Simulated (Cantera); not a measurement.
Input (Python, Cantera) and output of one run.

```python
import numpy as np
import cantera as ct

gas_names = """
    AL ALCL ALCL2 ALCL3 ALH ALN AL2 AL2CL6 CL CL2 H HCL H2 N NH NH2 NH3 N2 N2H2 N2H4
""".split()
cond_names = """
    AL(cr) AL(L) ALCL3(s) ALCL3(L) ALN(s) NH4CL(a) NH4CL(b)
""".split()


# ... load() reads the species with a 1 bar reference pressure and builds the phases ...
atoms = {
    'AlCl3': {'AL': 1, 'CL': 3},
    'HCl': {'H': 1, 'CL': 1},
    'N2': {'N': 2},
}
top_T = {'ALN(s)': 2750}  # K; cautious upper limits of use, not melting points


# ... equilibrate(T, P, feed) seeds the gas with the atoms and calls Mixture.equilibrate('TP', solver="vcs", rtol=1e-11, max_steps=5000) ...
results = []
feed = {'AlCl3': 1, 'HCl': 7.2, 'N2': 1.1}  # mol
P = 10000  # Pa
for T in [925, 1075, 1225, 1375, 1525, 1675, 1825, 1975]:
    mix = equilibrate(T, P, feed)
    results.append((T, P, feed, dict(zip(mix.species_names, mix.species_moles))))
    x = sorted(zip(gas.X, gas.species_names), reverse=True)
    print(f"T = {T:g} K  P = {P:g} Pa  gas = {mix.phase_moles(0):.4g} mol")
    print("   x: " + "  ".join(f"{s} {v:.3e}" for v, s in x if v > 0.001))
    print("   condensed (mol): " + ("  ".join(f"{mix.phase(i).name} {mix.phase_moles(i):.4g}"
          for i in range(1, mix.n_phases) if mix.phase_moles(i) > 1e-12) or "none"))
```

Output:

```
T = 925 K  P = 10000 Pa  gas = 9.297 mol
   x: HCL 7.745e-01  N2 1.183e-01  ALCL3 1.069e-01
   condensed (mol): none
T = 1075 K  P = 10000 Pa  gas = 9.3 mol
   x: HCL 7.742e-01  N2 1.183e-01  ALCL3 1.074e-01
   condensed (mol): none
T = 1225 K  P = 10000 Pa  gas = 9.3 mol
   x: HCL 7.740e-01  N2 1.183e-01  ALCL3 1.075e-01
   condensed (mol): none
T = 1375 K  P = 10000 Pa  gas = 9.302 mol
   x: HCL 7.735e-01  N2 1.183e-01  ALCL3 1.075e-01
   condensed (mol): none
T = 1525 K  P = 10000 Pa  gas = 9.308 mol
   x: HCL 7.719e-01  N2 1.182e-01  ALCL3 1.074e-01  CL 1.602e-03
   condensed (mol): none
T = 1675 K  P = 10000 Pa  gas = 9.323 mol
   x: HCL 7.678e-01  N2 1.180e-01  ALCL3 1.070e-01  CL 4.632e-03  H2 2.258e-03
   condensed (mol): none
T = 1825 K  P = 10000 Pa  gas = 9.359 mol
   x: HCL 7.590e-01  N2 1.175e-01  ALCL3 1.056e-01  CL 1.132e-02  H2 5.072e-03  ALCL2 1.202e-03
   condensed (mol): none
T = 1975 K  P = 10000 Pa  gas = 9.442 mol
   x: HCL 7.429e-01  N2 1.165e-01  ALCL3 1.011e-01  CL 2.453e-02  H2 9.591e-03  ALCL2 4.404e-03
   condensed (mol): none
```

Cantera equilibrium calculation (NASA polynomials, part measured and part estimated; ideal gas, pure solids and liquids). The tables' values for AlCl2 are old estimates; treat these amounts as uncertain.
